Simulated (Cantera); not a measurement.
Charge: 1 mol SiC, 0.16 mol N2O, 1.1 mol H2, held at 35.0 Pa.

Equilibrium computed with Cantera from the NASA thermochemical tables; the gas is ideal and each condensed phase is pure. Candidate condensed phases: C, C6H6, C7H8, C8H18, H2O, Si, SiC, SiO2, Si2N2O, Si3N4; 151 gas species. Mutual solubility and eutectic melting of coexisting phases are not modelled. Kinetics and transport are ignored.

Question: Which condensed phases are stable at each of these points (T (°C)): 702, 752, 802, 852, 902, 952, 1002, 1052, 1102, 1152, 1202, 1252, 1302, 1352?

Answer: 
```
T (°C)                  condensed phases  Si condensed (%)
------  --------------------------------  ----------------
702     C(graphite) + SiC(s) + Si2N2O(s)             100.0
752     C(graphite) + SiC(s) + Si2N2O(s)             100.0
802     C(graphite) + SiC(s) + Si2N2O(s)             100.0
852     C(graphite) + SiC(s) + Si2N2O(s)             100.0
902     C(graphite) + SiC(s) + Si2N2O(s)             100.0
952     C(graphite) + SiC(s) + Si2N2O(s)             100.0
1002    C(graphite) + SiC(s) + Si2N2O(s)             100.0
1052                  SiC(s) + Si2N2O(s)             100.0
1102                  SiC(s) + Si2N2O(s)              99.9
1152                  SiC(s) + Si2N2O(s)              99.5
1202                  SiC(s) + Si2N2O(s)              97.8
1252                  SiC(s) + Si2N2O(s)              92.4
1302                              SiC(s)              92.0
1352                              SiC(s)              92.0
```

From 702 °C to 1002 °C the condensed part is C(graphite) + SiC(s) + Si2N2O(s). From 1052 °C to 1252 °C the condensed part is SiC(s) + Si2N2O(s). From 1302 °C to 1352 °C the condensed part is SiC(s).
